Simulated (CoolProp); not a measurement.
Saturated liquid density (kg/m³) of R365MFC: the reference equation beside estimates from Tc = 186.9 °C, pc = 32.66 bar, ω = 0.377. Rackett uses Z = 0.29056 − 0.08775 ω.

Computed with CoolProp (reference Helmholtz-energy equation of state, Lemmon 2016).

```csv
T (°C),reference,Rackett,van der Waals,Redlich-Kwong,Soave-Redlich-Kwong,Peng-Robinson
71.15,1152,1226,689.8,989.4,1056,1197
75.65,1141,1214,682.9,977.0,1044,1184
80.05,1129,1201,676.1,964.7,1032,1170
84.45,1118,___,669.0,952.1,1020,1157
88.85,1106,1175,661.9,___,1007,1142
93.25,1094,1162,654.5,925.9,___,1127
97.65,1082,___,646.9,912.3,979.7,1112
102.15,1069,1134,639.0,898.0,965.1,1095
106.55,1056,___,631.0,883.6,950.3,1079
110.95,1043,___,___,868.8,934.9,1061
115.35,1029,1090,614.4,853.6,919.0,1043
```

Some entries are withheld; supply them.


- 84.45, Rackett: 1188
- 88.85, Redlich-Kwong: 939.2
- 93.25, Soave-Redlich-Kwong: 993.5
- 97.65, Rackett: 1148
- 106.55, Rackett: 1120
- 110.95, Rackett: 1105
- 110.95, van der Waals: 622.8

Absolute difference from the reference over all 11 rows, mean and median: Rackett 6.2 and 6.2 %, van der Waals 40.2 and 40.2 %, Redlich-Kwong 15.5 and 15.4 %, Soave-Redlich-Kwong 9.3 and 9.2 %, Peng-Robinson 2.9 and 3.0 %.
